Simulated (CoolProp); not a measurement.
Computed with CoolProp (reference Helmholtz-energy equation of state, Gao 2016).

Task: For sulfur dioxide, give the phase and the Joule-Thomson coefficient (K/MPa), isothermal compressibility (1/MPa), expansivity (1/kK), fugacity coefficient at 169.55 °C and 22.5 MPa.

Result: 
- 169.55 °C and 22.5 MPa: supercritical; Joule-Thomson coefficient 0.571, isothermal compressibility 0.00967, expansivity 4.31, fugacity coefficient 0.346
